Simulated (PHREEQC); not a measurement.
Dissolve 12 mmol/kgw Na2HAsO4, 1.1 mmol/kgw NaOH and 63 mmol/kgw NaCl at 25 °C. Closed to the air; pH follows from the charge balance.

Model: ion-association model, wateq4f.dat, run in PHREEQC.

Precipitation was switched off in this run.

Q: Estimate the pH, ionic strength.

A: pH 10.05; ionic strength 0.102 mol/kgw.

Q: In which forms is As present?

A: HAsO4-2 92 %, AsO4-3 8.0 % of the As.
